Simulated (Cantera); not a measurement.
Equilibrium for halide evaporation, hydrolysis and transport: SrCl2 + O2 + N2

Feed: 1 mol SrCl2, 0.069 mol O2, 8.6 mol N2, held at 1850 °C.

Cantera equilibrium calculation (NASA polynomials, part measured and part estimated; ideal gas, pure solids and liquids). Candidate condensed phases: Sr, SrCl2, SrO; 16 gas species. Condensed phases not in the tables: oxide chlorides. The numbers say what is thermodynamically allowed, not how fast it happens.

```json
[
 {"P (Pa)": "0.100", "x N2": "0.739", "x Cl": "0.163", "x SrCl2": "0.00145", "x Sr": "0.0783", "x SrCl": "0.00611", "x O": "0.0115", "x O2": "4.95e-5", "x NO": "0.000157", "n SrO(s)": "0"},
 {"P (Pa)": "0.560", "x N2": "0.773", "x Cl": "0.125", "x SrCl2": "0.0183", "x Sr": "0.0533", "x SrCl": "0.0179", "x O": "0.0110", "x O2": "0.000257", "x NO": "0.000365", "n SrO(s)": "0"},
 {"P (Pa)": "3.20", "x N2": "0.830", "x Cl": "0.0620", "x SrCl2": "0.0559", "x Sr": "0.0204", "x SrCl": "0.0194", "x O": "0.00948", "x O2": "0.00108", "x NO": "0.000776", "n SrO(s)": "0"},
 {"P (Pa)": "18", "x N2": "0.864", "x Cl": "0.0254", "x SrCl2": "0.0817", "x Sr": "0.00562", "x SrCl": "0.0123", "x O": "0.00631", "x O2": "0.00269", "x NO": "0.00125", "n SrO(s)": "0"},
 {"P (Pa)": "100", "x N2": "0.878", "x Cl": "0.0102", "x SrCl2": "0.0940", "x Sr": "0.00130", "x SrCl": "0.00634", "x O": "0.00337", "x O2": "0.00426", "x NO": "0.00158", "n SrO(s)": "0"},
 {"P (Pa)": "560", "x N2": "0.885", "x Cl": "0.00587", "x SrCl2": "0.0990", "x Sr": "0.000132", "x SrCl": "0.00207", "x O": "0.00149", "x O2": "0.00465", "x NO": "0.00166", "n SrO(s)": "0.0156"},
 {"P (Pa)": "3200", "x N2": "0.887", "x Cl": "0.00392", "x SrCl2": "0.101", "x Sr": "9.21e-6", "x SrCl": "0.000554", "x O": "0.000650", "x O2": "0.00509", "x NO": "0.00174", "n SrO(s)": "0.0160"},
 {"P (Pa)": "18000", "x N2": "0.888", "x Cl": "0.00261", "x SrCl2": "0.102", "x Sr": "6.66e-7", "x SrCl": "0.000150", "x O": "0.000284", "x O2": "0.00547", "x NO": "0.00180", "n SrO(s)": "0.0118"},
 {"P (Pa)": "100000", "x N2": "0.888", "x Cl": "0.00172", "x SrCl2": "0.102", "x Sr": "4.97e-8", "x SrCl": "4.10e-5", "x O": "0.000123", "x O2": "0.00572", "x NO": "0.00185", "n SrO(s)": "0.00815"}
]
```
x: gas mole fraction; n: condensed amount in mol.

From 0.100 Pa to 1.00 mbar nothing is condensed. From 5.60 mbar to 1.00 bar the condensed part is SrO(s). The main Sr-bearing gas is Sr at 0.100 Pa and SrCl2 at 1.00 bar.
